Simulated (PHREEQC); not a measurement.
# Metal-bearing waste water: an equilibrium model

Consider water at 25 °C with 30 mmol/kgw CuSO4, 0.015 mmol/kgw H3AsO4 and 7.4 mmol/kgw H2SO4. Closed to the air; pH follows from the charge balance.

Model: ion-association model, wateq4f.dat, run in PHREEQC.

Each row changes one thing in this solution. No solid was allowed to form.

| case | pH | ionic strength (mol/kgw) | SO4-2 (mol/kgw) | Cu+2 (mol/kgw) | CuSO4 (mol/kgw) | HSO4- (mol/kgw) | SI of Chalcanthite (CuSO4:5H2O) | SI of Tenorite (CuO) |
|---|---|---|---|---|---|---|---|---|
| as made | 2.16 | 0.0822 | 0.0192 | 0.0182 | 0.0118 | 0.00649 | -1.59 | -5.41 |
| H3AsO4 left out | 2.16 | 0.0822 | 0.0192 | 0.0182 | 0.0118 | 0.00649 | -1.59 | -5.41 |
| H2SO4 from 0.0074 to 0.00666 mol/kgw | 2.20 | … | 0.0191 | 0.0182 | 0.0118 | 0.00584 | -1.59 | -5.32 |
| temperature from 25 to 10 °C | 2.12 | 0.0849 | 0.0203 | 0.0185 | 0.0115 | 0.00563 | -1.50 | -6.08 |
| CuSO4 from 0.03 to 0.027 mol/kgw | … | 0.0761 | 0.0177 | 0.0166 | 0.0104 | 0.00629 | -1.65 | -5.47 |
| H2SO4 left out | 4.65 | 0.0724 | 0.0181 | 0.0181 | 0.0119 | 2.04e-5 | -1.59 | -0.42 |
| H3AsO4 replaced by Na2HAsO4 at the same molality | 2.16 | 0.0822 | 0.0192 | 0.0182 | 0.0118 | … | -1.59 | -5.41 |
| diluted 5-fold with water | 2.69 | 0.0207 | 0.00521 | 0.00441 | 0.00159 | … | -2.47 | -4.82 |
| 0.002 mol/kgw H4SiO4 added | 2.16 | 0.0822 | 0.0192 | 0.0182 | 0.0118 | 0.00649 | -1.59 | -5.41 |

### Question
Fill in the missing entries.

### Answer

- H2SO4 from 0.0074 to 0.00666 mol/kgw, ionic strength (mol/kgw): 0.0812
- CuSO4 from 0.03 to 0.027 mol/kgw, pH: 2.15
- H3AsO4 replaced by Na2HAsO4 at the same molality, HSO4- (mol/kgw): 0.00648
- diluted 5-fold with water, HSO4- (mol/kgw): 0.000681

Some of these states are supersaturated (in Antlerite, Brochantite, Quartz (slow to form), for instance). Away from 25 °C the constants follow the database's enthalpies or fits; those with neither stay at their 25 °C values. The database has no arsenate complexes of Cu.
